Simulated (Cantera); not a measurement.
A perfectly stirred reactor is fed with CH₃OH : O₂ : N₂ = 0.016 : 0.022 : 1 (molar parts), equivalence ratio 1.1, at 1.00 bar; it is held at 1275 K, and followed from long to short residence time.

Model: GRI-Mech 3.0 (53 species, 325 reactions), integrated in Cantera. GRI-Mech 3.0 was tuned for natural gas; its chemistry of methanol as a main component is partial and can be far from experiment. The temperature is held fixed by assumption; the heat of reaction is taken as removed at once.

What does this change do: temperature 1275 to 1400 K?


```json
[
 {"quantity": "x(CH₃OH) at τ = 0.470 s", "before": "1.26e-6", "after": "7.64e-7"},
 {"quantity": "x(O₂) at τ = 0.470 s", "before": "0.000103", "after": "0.000115"},
 {"quantity": "x(HCO) at τ = 0.470 s", "before": "1.59e-8", "after": "1.09e-8"},
 {"quantity": "x(H) at τ = 0.470 s", "before": "0.000231", "after": "0.000268"},
 {"quantity": "x(C₂H) at τ = 0.470 s", "before": "<1e-12", "after": "<1e-12"},
 {"quantity": "x(CH₃OH) at τ = 31.0 ms", "before": "7.98e-6", "after": "4.03e-6"},
 {"quantity": "x(O₂) at τ = 31.0 ms", "before": "0.000692", "after": "0.000659"},
 {"quantity": "x(HCO) at τ = 31.0 ms", "before": "1.86e-7", "after": "1.28e-7"},
 {"quantity": "x(H) at τ = 31.0 ms", "before": "0.000528", "after": "0.000757"},
 {"quantity": "x(C₂H) at τ = 31.0 ms", "before": "1.54e-12", "after": "<1e-12"}
]
```

What does this change do: 0.015 parts H2 added?


```tsv
quantity	before	after
x(CH₃OH) at τ = 0.470 s	1.26e-6	2.56e-6
x(O₂) at τ = 0.470 s	0.000103	0.000121
x(HCO) at τ = 0.470 s	1.59e-8	1.78e-8
x(H) at τ = 0.470 s	0.000231	0.000127
x(C₂H) at τ = 0.470 s	<1e-12	2.57e-12
x(CH₃OH) at τ = 31.0 ms	7.98e-6	1.32e-5
x(O₂) at τ = 31.0 ms	0.000692	0.000592
x(HCO) at τ = 31.0 ms	1.86e-7	1.99e-7
x(H) at τ = 31.0 ms	0.000528	0.000366
x(C₂H) at τ = 31.0 ms	1.54e-12	9.30e-12
```
